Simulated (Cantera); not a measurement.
Cantera run, input and output.

```python
import numpy as np
import cantera as ct

gas = ct.Solution("gri30.yaml", transport_model="multicomponent")
show = ['H2', 'NH3', 'CH3']

rows = []
print(f"{'T/K':>7s}{'rho':>11s}{'cp':>10s}{'mu':>11s}{'lambda':>11s}{'Pr':>7s}" + "".join(f"{'D_' + s:>11s}" for s in show))
for T in [400, 600, 800, 1000, 1200, 1400, 1600, 1800]:
    gas.TPX = T, 100000, {'N2O': 0.076}
    Pr = gas.cp_mass * gas.viscosity / gas.thermal_conductivity
    D = [gas.mix_diff_coeffs_mole[gas.species_index(s)] for s in show]
    rows.append([gas.density, gas.cp_mass, gas.viscosity, gas.thermal_conductivity, Pr, *D])
    print(f"{T:7g}{gas.density:11.4e}{gas.cp_mass:10.1f}{gas.viscosity:11.4e}"
          f"{gas.thermal_conductivity:11.4e}{Pr:7.3f}" + "".join(f"{d:11.4e}" for d in D))
print("SI units: kg/m3, J/kg/K, Pa s, W/m/K, m2/s")
```

Result:

```
    T/K        rho        cp         mu     lambda     Pr       D_H2      D_NH3      D_CH3
    400 1.3234e+00     970.3 1.9459e-05 2.5299e-02  0.746 1.0929e-04 2.8579e-05 2.9657e-05
    600 8.8226e-01    1101.3 2.7324e-05 4.0429e-02  0.744 2.1801e-04 6.2054e-05 6.1231e-05
    800 6.6169e-01    1191.6 3.4048e-05 5.4682e-02  0.742 3.5346e-04 1.0531e-04 1.0091e-04
   1000 5.2935e-01    1254.7 4.0022e-05 6.7878e-02  0.740 5.1297e-04 1.5702e-04 1.4776e-04
   1200 4.4113e-01    1294.3 4.5464e-05 7.9761e-02  0.738 6.9473e-04 2.1631e-04 2.0118e-04
   1400 3.7811e-01    1326.8 5.0510e-05 9.1048e-02  0.736 8.9736e-04 2.8256e-04 2.6071e-04
   1600 3.3085e-01    1353.3 5.5249e-05 1.0177e-01  0.735 1.1198e-03 3.5533e-04 3.2602e-04
   1800 2.9409e-01    1374.6 5.9744e-05 1.1197e-01  0.733 1.3611e-03 4.3428e-04 3.9686e-04
SI units: kg/m3, J/kg/K, Pa s, W/m/K, m2/s
```

Computed with Cantera and GRI-Mech 3.0 (53 species, 325 reactions). The composition is frozen, though it would react at the higher temperatures.
